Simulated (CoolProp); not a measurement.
Model: reference Helmholtz-energy equation of state, Smukala 2000, in CoolProp.

Q: For ethylene, give the phase and the density (kg/m³), cv (kJ/(kg K)) at 202.5 K and 7.2 MPa; 202.5 K and 9 MPa.

A: 
- 202.5 K and 7.2 MPa: liquid; density 528, cv 1.33
- 202.5 K and 9 MPa: liquid; density 530, cv 1.33
